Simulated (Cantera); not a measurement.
Input: 1 mol Si, a varied amount of HF, at 1148 K and 1000 Pa.

Cantera equilibrium calculation (NASA polynomials, part measured and part estimated; ideal gas, pure solids and liquids). Candidate condensed phases: Si; 25 gas species. The tables' values for SiF3, SiF2 are old estimates; treat these amounts as uncertain. Rates play no part.

x: gas mole fraction; n: condensed amount in mol.

```json
[
 {"n(HF) (mol)": "1.3", "x HF": "0.000306", "x H2": "0.661", "x SiF4": "0.320", "x SiHF3": "0.0123", "n Si(s)": "0.670"},
 {"n(HF) (mol)": "2.8", "x HF": "0.000306", "x H2": "0.661", "x SiF4": "0.320", "x SiHF3": "0.0123", "n Si(s)": "0.290"},
 {"n(HF) (mol)": "4.3", "x HF": "0.0910", "x H2": "0.606", "x SiF4": "0.303", "x SiHF3": "3.59e-5", "n Si(s)": "0"},
 {"n(HF) (mol)": "5.8", "x HF": "?", "x H2": "?", "x SiF4": "?", "x SiHF3": "?", "n Si(s)": "0"},
 {"n(HF) (mol)": "7.3", "x HF": "?", "x H2": "?", "x SiF4": "?", "x SiHF3": "?", "n Si(s)": "0"},
 {"n(HF) (mol)": "8.8", "x HF": "0.615", "x H2": "0.256", "x SiF4": "0.128", "x SiHF3": "9.49e-7", "n Si(s)": "0"},
 {"n(HF) (mol)": "10", "x HF": "0.667", "x H2": "0.222", "x SiF4": "0.111", "x SiHF3": "6.58e-7", "n Si(s)": "0"},
 {"n(HF) (mol)": "12", "x HF": "0.727", "x H2": "0.182", "x SiF4": "0.0909", "x SiHF3": "4.04e-7", "n Si(s)": "0"},
 {"n(HF) (mol)": "13", "x HF": "0.750", "x H2": "0.167", "x SiF4": "0.0833", "x SiHF3": "3.29e-7", "n Si(s)": "0"},
 {"n(HF) (mol)": "15", "x HF": "0.786", "x H2": "0.143", "x SiF4": "0.0714", "x SiHF3": "2.31e-7", "n Si(s)": "0"},
 {"n(HF) (mol)": "16", "x HF": "0.800", "x H2": "0.133", "x SiF4": "0.0667", "x SiHF3": "1.97e-7", "n Si(s)": "0"},
 {"n(HF) (mol)": "18", "x HF": "0.824", "x H2": "0.118", "x SiF4": "0.0588", "x SiHF3": "1.49e-7", "n Si(s)": "0"}
]
```

### Question
What belongs in the gaps?

### Answer

- 5.8, x HF: 0.375
- 5.8, x H2: 0.417
- 5.8, x SiF4: 0.208
- 5.8, x SiHF3: 4.11e-6
- 7.3, x HF: 0.524
- 7.3, x H2: 0.317
- 7.3, x SiF4: 0.159
- 7.3, x SiHF3: 1.71e-6
